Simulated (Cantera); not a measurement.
Feed: 1 mol Si, 1.2 mol HCl, 15 mol H2, equilibrated at 4.70 bar.

Equilibrium computed with Cantera from the NASA thermochemical tables; the gas is ideal and each condensed phase is pure. Candidate condensed phases: Si; 19 gas species. The numbers say what is thermodynamically allowed, not how fast it happens.

Over these rows the condensed part is Si(s). Partial pressures as log10 of bar:

```tsv
T (K)	1000/T (1/K)	log p SiCl2	log p H2	log p SiHCl3
673	1.4859	-7.87	0.66	-1.18
773	1.2937	-6.26	0.66	-1.19
873	1.1455	-5.02	0.66	-1.21
973	1.0277	-4.06	0.66	-1.23
1073	0.9320	-3.28	0.66	-1.27
1173	0.8525	?	0.66	-1.33
```

Q: Fit log p(SiCl2) = a + b·(1000/T) to the five rows, give the apparent enthalpy, and predict the row at 1173 K.

A: Means: 1000/T = 1.1770, log p = -5.298. Sxy = -1.594757, Sxx = 0.1923458, so b = -8.29 and a = -5.298 − (-8.29)×1.1770 = 4.46.
Apparent enthalpy: −19.145 × (-8.29) = 159 kJ/mol. With the condensed phases at unit activity, 1/3 Si(s) + 2/3 SiHCl3(g) = SiCl2(g) + 1/3 H2(g) links this pressure to the main gases: over the six rows their terms move log p by -0.10 in all, so the slope is close to that reaction's ΔH°. The five rows lie within 0.02 of the line.
Prediction at 1173 K: 4.46 + (-8.29)×0.8525 = -2.61. The computed value is -2.66, 0.05 from the line.
